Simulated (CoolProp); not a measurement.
Vapour-liquid equilibrium of toluene (1) + m-xylene (2) at 130.15 °C; x and y are mole fractions of (1).

Values from CoolProp's multi-fluid Helmholtz-energy mixture model, Lemmon 2006 and Zhou 2012; pair parameters Bell 2016.

Give the bubble pressure and the first vapour's composition at x = 0.125, 0.725, 0.8. Is there an azeotrope?

x = 0.125: 0.09166 MPa, y = 0.239; x = 0.725: 0.1488 MPa, y = 0.841; x = 0.8: 0.1550 MPa, y = 0.886. No azeotrope shows between x = 0.05 and 0.95.

The pair parameters rest on a limited set of measurements; away from them the model extrapolates.
